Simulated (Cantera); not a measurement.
Input: 1 mol acetone, 0.017 mol NH₃, 7.1 mol N₂, held at 0.825 Torr.

Cantera equilibrium calculation (NASA polynomials, part measured and part estimated; ideal gas, pure solids and liquids). Candidate condensed phases: C, C₆H₆, C₇H₈, C₈H₁₈, H₂O; 136 gas species. The feed counts by its element totals alone. Equilibrium is a limit: real reactors are often held back by kinetics, nucleation or transport.

x: gas mole fraction; n: condensed amount in mol.

| T (K) | x N₂ | x H₂ | x CO | x H₂O | x CO₂ | x CH₄ | x HCN | n C(graphite) |
|---|---|---|---|---|---|---|---|---|
| 573 | 0.691 | 0.224 | 0.00268 | 0.0478 | 0.0234 | 0.0113 | 1.25e-11 | 2.62 |
| 648 | 0.668 | 0.262 | (withheld) | (withheld) | (withheld) | (withheld) | (withheld) | 2.45 |
| 723 | 0.647 | 0.270 | 0.0699 | 0.00425 | 0.00842 | 0.000429 | 4.59e-9 | 2.13 |
| 798 | 0.639 | 0.271 | 0.0875 | 0.000643 | 0.000888 | 0.000112 | 3.71e-8 | 2.02 |
| 873 | 0.639 | 0.272 | 0.0895 | 0.000114 | 0.000100 | 3.64e-5 | 2.10e-7 | 2.00 |
| 948 | 0.638 | 0.272 | 0.0898 | 2.60e-5 | 1.55e-5 | 1.39e-5 | 8.97e-7 | 2.00 |
| 1023 | 0.638 | 0.272 | 0.0898 | 7.35e-6 | 3.17e-6 | 6.09e-6 | 3.10e-6 | 2.00 |
| 1098 | 0.638 | 0.272 | 0.0898 | 2.47e-6 | 8.10e-7 | 2.97e-6 | 9.02e-6 | 2.00 |
| 1173 | 0.638 | 0.272 | 0.0898 | 9.53e-7 | 2.48e-7 | 1.58e-6 | 2.29e-5 | 2.00 |
| 1248 | 0.638 | 0.272 | 0.0898 | (withheld) | (withheld) | (withheld) | (withheld) | 2.00 |
| 1323 | 0.638 | 0.272 | 0.0898 | 1.97e-7 | 3.51e-8 | 5.52e-7 | 0.000107 | 2.00 |
| 1398 | 0.638 | 0.272 | 0.0898 | 1.02e-7 | 1.55e-8 | 3.54e-7 | 0.000203 | 2.00 |
| 1473 | 0.638 | 0.271 | 0.0898 | 5.62e-8 | 7.51e-9 | 2.38e-7 | 0.000362 | 2.00 |

Question: Fill in the missing entries.

Answer: 
- 648, x CO: 0.0233
- 648, x H₂O: 0.0185
- 648, x CO₂: 0.0261
- 648, x CH₄: 0.00206
- 648, x HCN: 3.47e-10
- 1248, x H₂O: 4.13e-7
- 1248, x CO₂: 8.76e-8
- 1248, x CH₄: 9.05e-7
- 1248, x HCN: 5.17e-5
